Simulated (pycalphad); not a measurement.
An equivalent pycalphad script:

```python
from pycalphad import Database, equilibrium, calculate, variables as v
import numpy as np
db = Database('COST507.tdb')
comps = ['SN', 'SI', 'VA']
phases = ['BCT_A5', 'DIAMOND_A4', 'LIQUID']
eq = equilibrium(db, comps, phases, {v.X('SI'): 0.2065, v.T: np.arange(2350, 499, -40), v.P: 101325, v.N: 1}, output=['HM', 'SM'])
```

CALPHAD calculation (pycalphad, COST 507 light-alloy database (1999)), 1 atm. These are 1990s assessments: newer ones move some temperatures and phases. Phase fractions are per mole of atoms.

Results at three of the temperatures:

```
T = 1350.00 K, P = 101325 Pa, N = 1 mol of atoms
G = -97003 J/mol, H = 38230 J/mol, S = 100.17 J/(mol K)  (SER reference)
chemical potentials (J/mol): Sn -109645, Si -48424
phase             fraction      x(Sn)      x(Si)
LIQUID              0.8375     0.9475     0.0525
DIAMOND_A4          0.1625   3.43e-07     1.0000
```

```
T = 1190.00 K, P = 101325 Pa, N = 1 mol of atoms
G = -81418 J/mol, H = 31448 J/mol, S = 94.85 J/(mol K)  (SER reference)
chemical potentials (J/mol): Sn -92242, Si -39826
phase             fraction      x(Sn)      x(Si)
LIQUID              0.8072     0.9830     0.0170
DIAMOND_A4          0.1928   3.95e-07     1.0000
```

```
T = 710.00 K, P = 101325 Pa, N = 1 mol of atoms
G = -39419 J/mol, H = 16976 J/mol, S = 79.43 J/(mol K)  (SER reference)
chemical potentials (J/mol): Sn -45027, Si -17868
phase             fraction      x(Sn)      x(Si)
LIQUID              0.7936     0.9999   7.59e-05
DIAMOND_A4          0.2064   3.83e-07     1.0000
```

Changes of the phase set, refined by bisection:

```
T (°C)  phases above           phases below
------  ------------  ---------------------
1253.4        liquid  diamond (Si) + liquid
```

DIAMOND_A4 is diamond (Si).
